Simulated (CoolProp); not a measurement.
Vapour-liquid equilibrium of R22 (1) + n-pentane (2) at 0.404 MPa; x and y are mole fractions of (1).

Computed with CoolProp (multi-fluid Helmholtz-energy mixture model, Kamei 1995 and Thol 2019; pair parameters Bell 2016).

### Question
Give the bubble temperature and the first vapour's composition at x = 0.125, 0.275, 0.425. Is there an azeotrope?

### Answer
x = 0.125: 41.7 °C, y = 0.707; x = 0.275: 19.1 °C, y = 0.882; x = 0.425: 9.3 °C, y = 0.930. No azeotrope shows between x = 0.05 and 0.95.

The pair parameters rest on a limited set of measurements; away from them the model extrapolates.
